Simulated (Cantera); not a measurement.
Charge: 1 mol SiH2Cl2, 0.09 mol O3, 16 mol N2, at 650 °C and 1.33 mbar.

Cantera equilibrium calculation (NASA polynomials, part measured and part estimated; ideal gas, pure solids and liquids). Candidate condensed phases: H2O, NH4Cl, Si, SiO2, Si2N2O, Si3N4; 47 gas species. N2 is the only nitrogen source here; it is nearly inert below about 1500 K, so the nitride shown seldom forms there in practice. The numbers say what is thermodynamically allowed, not how fast it happens.

Base state: N2 0.893, HCl 0.0820, H2 0.0165, SiCl4 0.00826 (mole fractions); condensed: Si2N2O(s) + Si3N4(s).

Task: What changes in the equilibrium state with this change: SiH2Cl2 replaced by SiF4?

Result: 
```json
[
 {"species": "N2", "before": "0.893", "after": "0.934"},
 {"species": "SiF4", "before": "0", "after": "0.0584"},
 {"species": "O2", "before": "<1e-9", "after": "0.00788"},
 {"species": "HCl", "before": "0.0820", "after": "0"},
 {"species": "H2", "before": "0.0165", "after": "0"},
 {"species": "SiCl4", "before": "0.00826", "after": "0"},
 {"species": "Si2N2O(s), mol", "before": "0.270", "after": "0"},
 {"species": "Si3N4(s), mol", "before": "0.105", "after": "0"}
]
```
